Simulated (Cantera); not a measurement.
Cantera run:

```python
import numpy as np
import cantera as ct

gas_names = """
    F FO FO2 F2 F2O O O2 O3 Si SiF SiF2 SiF3 SiF4 SiO SiO2 Si2 Si3
""".split()
cond_names = """
    Si(cr) Si(L) SiO2(Lqz) SiO2(hqz) SiO2(L)
""".split()


# ... load() reads the species with a 1 bar reference pressure and builds the phases ...
atoms = {
    'SiF4': {'Si': 1, 'F': 4},
    'O3': {'O': 3},
}
top_T = {}  # K; cautious upper limits of use, not melting points


# ... equilibrate(T, P, feed) seeds the gas with the atoms and calls Mixture.equilibrate('TP', solver="vcs", rtol=1e-11, max_steps=5000) ...
results = []
feed = {'SiF4': 1, 'O3': 0.62}  # mol
T = 573  # K
P = 1333.22  # Pa
mix = equilibrate(T, P, feed)
results.append((T, P, feed, dict(zip(mix.species_names, mix.species_moles))))
print(gas.report(threshold=0.0001))
for i in range(1, mix.n_phases):
    print(f"{mix.phase(i).name:16s} {mix.phase_moles(i):12.5e} mol")
```

It prints:

```
       temperature   573 K
          pressure   1333.2 Pa
           density   0.019406 kg/m^3
  mean mol. weight   69.345 kg/kmol
   phase of matter   gas

                          1 kg             1 kmol
                     ---------------   ---------------
          enthalpy       -1.1834e+07       -8.2064e+08  J
   internal energy       -1.1903e+07        -8.254e+08  J
           entropy            4686.2        3.2497e+05  J/K
    Gibbs function       -1.4519e+07       -1.0068e+09  J
 heat capacity c_p            916.33             63543  J/K
 heat capacity c_v            796.43             55229  J/K

                      mass frac. Y      mole frac. X     chem. pot. / RT
                     ---------------   ---------------   ---------------
                O2           0.22235           0.48187           -30.348
              SiF4           0.77765           0.51813           -379.66
     [  +15 minor]        8.1815e-19        1.2893e-18

Si(cr)            0.00000e+00 mol
SiO2(Lqz)         5.34243e-21 mol
```

Equilibrium computed with Cantera from the NASA thermochemical tables; the gas is ideal and each condensed phase is pure.
